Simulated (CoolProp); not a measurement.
Vapour-liquid equilibrium of n-hexane (1) + o-xylene (2) at 6.33 kPa; x and y are mole fractions of (1).

Model: multi-fluid Helmholtz-energy mixture model, Thol 2019 and Zhou 2012; pair parameters Bell 2016, in CoolProp.

```json
[
 {"x": "0.05", "bubble temperature, mixture model (°C)": "48.9", "bubble temperature, Raoult's law (°C)": "51.5", "y, mixture model": "0.512", "y, Raoult's law": "0.450"},
 {"x": "0.2", "bubble temperature, mixture model (°C)": "27.8", "bubble temperature, Raoult's law (°C)": "31.4", "y, mixture model": "…", "y, Raoult's law": "0.836"},
 {"x": "0.35", "bubble temperature, mixture model (°C)": "18.1", "bubble temperature, Raoult's law (°C)": "20.8", "y, mixture model": "0.937", "y, Raoult's law": "0.928"},
 {"x": "0.5", "bubble temperature, mixture model (°C)": "…", "bubble temperature, Raoult's law (°C)": "13.9", "y, mixture model": "0.965", "y, Raoult's law": "0.964"},
 {"x": "0.65", "bubble temperature, mixture model (°C)": "…", "bubble temperature, Raoult's law (°C)": "8.9", "y, mixture model": "…", "y, Raoult's law": "0.982"},
 {"x": "0.8", "bubble temperature, mixture model (°C)": "…", "bubble temperature, Raoult's law (°C)": "5.0", "y, mixture model": "0.990", "y, Raoult's law": "0.992"},
 {"x": "0.95", "bubble temperature, mixture model (°C)": "1.8", "bubble temperature, Raoult's law (°C)": "1.8", "y, mixture model": "0.998", "y, Raoult's law": "0.998"}
]
```

Problem. Some entries are withheld; supply them.

Solution. 
- 0.2, y, mixture model: 0.864
- 0.5, bubble temperature, mixture model (°C): 12.2
- 0.65, bubble temperature, mixture model (°C): 8.0
- 0.65, y, mixture model: 0.980
- 0.8, bubble temperature, mixture model (°C): 4.7

The largest gap from Raoult's law is -3.6 K in bubble temperature, at x = 0.2. No azeotrope shows between x = 0.05 and 0.95.

Pair parameters are fitted to limited data, so mixtures are less certain than the pure fluids.
